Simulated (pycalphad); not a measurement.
All values are pycalphad results on the COST 507 light-alloy database (1999) (1 atm), not direct measurements. No gas phase is included, though pure Mg would boil below 1377 °C. The data set is of 1999 and partly superseded. Kinetics are ignored, which matters at the lower temperatures.

Problem. How does the equilibrium phase assembly of Al-5.626Mg-1.089Si (wt.%) change on cooling from 1377 °C to 77 °C?

Solution. 
```json
[
 {"T (°C)": "626.7", "phases above": "LIQUID", "phases below": "FCC_A1 + LIQUID"},
 {"T (°C)": "591.6", "phases above": "FCC_A1 + LIQUID", "phases below": "FCC_A1 + LIQUID + MG2SI"},
 {"T (°C)": "582.8", "phases above": "FCC_A1 + LIQUID + MG2SI", "phases below": "FCC_A1 + MG2SI"},
 {"T (°C)": "215.1", "phases above": "FCC_A1 + MG2SI", "phases below": "ALMG_BETA + FCC_A1 + MG2SI"}
]
```
Changes were sought between steps of 25 K, so a narrower field can be missed.

Database names, with the compositions (at.%) that they take in these runs: MG2SI: Mg 67 Si 33; ALMG_BETA: Al 61 Mg 39. FCC_A1 is fcc.
